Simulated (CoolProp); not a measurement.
Vapour-liquid equilibrium of propylene (1) + 1-butene (2) at 204 K; x and y are mole fractions of (1).

The numbers come from the multi-fluid Helmholtz-energy mixture model, Lemmon 2013 and Lemmon 2005; pair parameters Bell 2016 in CoolProp.

| x | bubble pressure (MPa) | y at the bubble point | dew pressure at overall composition x (MPa) | liquid density (mol/L) |
|---|---|---|---|---|
| 0.05 | 0.005082 | 0.336 | 0.003716 | 12.49 |
| 0.125 | 0.007373 | 0.577 | 0.003998 | 12.67 |
| 0.2 | 0.009654 | 0.704 | 0.004327 | 12.86 |
| 0.275 | 0.01192 | 0.782 | 0.004714 | 13.04 |
| 0.35 | 0.01419 | 0.835 | 0.005178 | 13.24 |
| 0.425 | 0.01645 | 0.874 | 0.005743 | 13.44 |
| 0.5 | 0.01870 | 0.903 | 0.006446 | 13.64 |
| 0.575 | 0.02096 | 0.926 | 0.007344 | 13.85 |
| 0.65 | 0.02321 | 0.945 | 0.008532 | 14.06 |
| 0.725 | 0.02547 | 0.960 | 0.01018 | 14.28 |
| 0.8 | 0.02773 | 0.973 | 0.01260 | 14.50 |
| 0.875 | 0.03000 | 0.985 | 0.01653 | 14.73 |
| 0.95 | 0.03228 | 0.994 | 0.02391 | 14.96 |

No azeotrope shows between x = 0.05 and 0.95.

The pair parameters rest on a limited set of measurements; away from them the model extrapolates.
